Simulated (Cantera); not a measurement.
Charge: 1 mol Si3N4, 0.085 mol CO2, 5 mol N2, 3.6 mol N2O, equilibrated at 1400 °C.

Equilibrium computed with Cantera from the NASA thermochemical tables; the gas is ideal and each condensed phase is pure. Candidate condensed phases: C, Si, SiC, SiO2, Si2N2O, Si3N4; 34 gas species. The tables hold silica as quartz up to 1696 K and as liquid above; real silica turns to tridymite and cristobalite and melts near 1996 K. Rates play no part.

Problem. At 3.20 mbar, list the 3 most abundant gas species with their mole fractions, and the condensed phases.

Solution. N2 0.815, SiO 0.178, CO 0.00654. Condensed: SiO2(β-quartz).
